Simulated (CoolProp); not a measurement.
Computed with CoolProp (reference Helmholtz-energy equation of state, Marx 1992).

Problem. For R113, give the phase and the Z, cp (kJ/(kg K)), isothermal compressibility (1/MPa), expansivity (1/kK) at 341.8 K and 2840 kPa; 302.9 K and 96 kPa.

Solution. 
- 341.8 K and 2840 kPa: liquid; Z 0.128, cp 0.957, isothermal compressibility 0.00275, expansivity 1.71
- 302.9 K and 96 kPa: liquid; Z 0.00460, cp 0.922, isothermal compressibility 0.00189, expansivity 1.55
